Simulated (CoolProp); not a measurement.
A single-stage vapour-compression cycle with the fluid: evaporating at 258.15 K (dew point), condensing at 318.15 K (bubble point), superheat 10 K, subcooling 0 K, compressor efficiency 0.9, no pressure losses. The same conditions are run with several fluids, on thermodynamics alone (safety and materials aside).

The numbers come from the reference Helmholtz-energy equation of state of each fluid (R507A: Lemmon 2003; fluoroethane (R161): Wu 2012; R141b: Lemmon 2006; R1132(E): Akasaka 2024; n-perfluorobutane: Gao 2022; R245ca: Zhou 2016) in CoolProp. Blends and air are pseudo-pure fits.

### Question
Rank R507A, fluoroethane (R161), R141b, R1132(E), n-perfluorobutane, R245ca by cooling COP, highest first.

### Answer
R141b (3.19), R245ca (3.00), fluoroethane (R161) (2.89), R1132(E) (2.60), R507A (2.40), n-perfluorobutane (2.05)

| fluid | pressure ratio | discharge temperature (K) | refrigerating effect (kJ/kg) | volumetric capacity (kJ/m³) |
|---|---|---|---|---|
| R507A | 5.58 | 336.7 | 94.9 | 1760 |
| fluoroethane (R161) | 5.97 | 358.8 | 277 | 1630 |
| R141b | 11.6 | 346.4 | 183 | 131 |
| R1132(E) | 5.42 | 356.9 | 168 | 2630 |
| n-perfluorobutane | 8.32 | 318.2 | 42.0 | 269 |
| R245ca | 13.0 | 329.3 | 153 | 146 |

The compression ends wet for: n-perfluorobutane.
